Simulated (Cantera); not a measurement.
Charge: 1 mol BF₃, 27 mol N₂, 2.4 mol H₂, at 1550 K and 360 Torr.

These are equilibrium values from Cantera (NASA tables, ideal gas, pure condensed phases), not measurements of a reactor. Candidate condensed phases: B, BN; 31 gas species. The tables' values for BF₂ are old estimates; treat these amounts as uncertain. Kinetics and transport are ignored.

Base state: N₂ 0.887, H₂ 0.0743, BF₃ 0.0296, HF 0.00894, BHF₂ 0.000258, BF₂ 0.000138, H 1.24e-5 (mole fractions); condensed: BN(s).

Task: What changes in the equilibrium state with this change: pressure from 360 Torr to 1.80 Torr?

Result: 
```json
[
 {"species": "N₂", "before": "0.887", "after": "0.886"},
 {"species": "H₂", "before": "0.0743", "after": "0.0742"},
 {"species": "BF₃", "before": "0.0296", "after": "0.0284"},
 {"species": "BF₂", "before": "0.000138", "after": "0.00189"},
 {"species": "BF", "before": "1.47e-6", "after": "0.000290"},
 {"species": "H", "before": "1.24e-5", "after": "0.000175"},
 {"species": "BHF₂", "before": "0.000258", "after": "0.000251"},
 {"species": "HF", "before": "0.00894", "after": "0.00880"},
 {"species": "BN(s), mol", "before": "0.0865", "after": "0.0617"}
]
```
